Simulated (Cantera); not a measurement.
Feed: 1 mol C2H4, 0.03 mol H2O, 0.24 mol NH3, at 1550 K and 4.90 bar.

Cantera equilibrium calculation (NASA polynomials, part measured and part estimated; ideal gas, pure solids and liquids). Candidate condensed phases: C, C6H6, C7H8, C8H18, H2O; 136 gas species. Equilibrium is a limit: real reactors are often held back by kinetics, nucleation or transport.

Problem. What is the equilibrium state?

Solution. 
* **x(H2)**: 0.932
* **x(N2)**: 0.0475
* **x(CO)**: 0.0118
* **x(CH4)**: 0.00864
* **x(HCN)**: 0.000313
* **x(H2O)**: 6.55e-5
* **x(NH3)**: 5.14e-5
* **x(C2H2 (acetylene))**: 1.49e-5
* **x(H)**: 1.37e-5
* **n(C(graphite))**: 1.95 mol
* **gas amount**: 2.518 mol
